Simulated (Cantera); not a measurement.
An isothermal, constant-pressure homogeneous reactor starts with CH4 : N2 = 1 : 63 (molar parts), at 1525 K and 0.0240 bar.

Model: GRI-Mech 3.0 (53 species, 325 reactions), integrated in Cantera. GRI-Mech 3.0 stops at C3 and has no aromatics, soot or wall deposition, so with more carbon than oxygen in the feed, carbon stays in small species such as C2H2 where larger ones or solid carbon would form. Radical loss at walls, strong at low pressure, is not modelled.

Problem. Predict: x(CH4) at 2.00 s; x(H2) at 2.00 s; x(H) at 2.00 s; x(HCN) at 2.00 s; x(C2H6) at 2.00 s; x(C2H) at 2.00 s.

Solution. 
```json
{
 "x(CH4) at 2.00 s": "0.00912 (gas-phase equilibrium 1.52e-6)",
 "x(H2) at 2.00 s": "0.00923 (gas-phase equilibrium 0.0231)",
 "x(H) at 2.00 s": "6.24e-6 (gas-phase equilibrium 2.34e-5)",
 "x(HCN) at 2.00 s": "7.10e-8 (gas-phase equilibrium 0.0138)",
 "x(C2H6) at 2.00 s": "4.55e-6 (gas-phase equilibrium <1e-12)",
 "x(C2H) at 2.00 s": "4.28e-9 (gas-phase equilibrium 1.73e-9)"
}
```
